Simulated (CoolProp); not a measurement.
A single-stage vapour-compression cycle with R142b: evaporating at 291.15 K (dew point), condensing at 332.15 K (bubble point), superheat 0 K, subcooling 8 K, compressor efficiency 0.85, no pressure losses. Each further row changes one setting.

The numbers come from the reference Helmholtz-energy equation of state, Lemmon 2006 in CoolProp. It is a short technical equation, of lower accuracy than the large ones.

```json
[
 {"case": "as stated", "cooling COP": "5.31", "pressure ratio": "3.16", "discharge temperature (K)": "337.2", "refrigerating effect (kJ/kg)": "162", "volumetric capacity (kJ/m³)": "1990"},
 {"case": "evaporating temperature 296.15 K", "cooling COP": "6.27", "pressure ratio": "2.69", "discharge temperature (K)": "336.3", "refrigerating effect (kJ/kg)": "166", "volumetric capacity (kJ/m³)": "2360"},
 {"case": "condensing temperature 327.15 K", "cooling COP": "6.20", "pressure ratio": "2.79", "discharge temperature (K)": "331.9", "refrigerating effect (kJ/kg)": "169", "volumetric capacity (kJ/m³)": "2070"},
 {"case": "subcooling 13 K", "cooling COP": "5.53", "pressure ratio": "3.16", "discharge temperature (K)": "337.2", "refrigerating effect (kJ/kg)": "169", "volumetric capacity (kJ/m³)": "2070"},
 {"case": "superheat 10 K", "cooling COP": "5.34", "pressure ratio": "3.16", "discharge temperature (K)": "347.2", "refrigerating effect (kJ/kg)": "171", "volumetric capacity (kJ/m³)": "2000"},
 {"case": "compressor efficiency 0.75", "cooling COP": "4.68", "pressure ratio": "3.16", "discharge temperature (K)": "341.0", "refrigerating effect (kJ/kg)": "162", "volumetric capacity (kJ/m³)": "1990"}
]
```
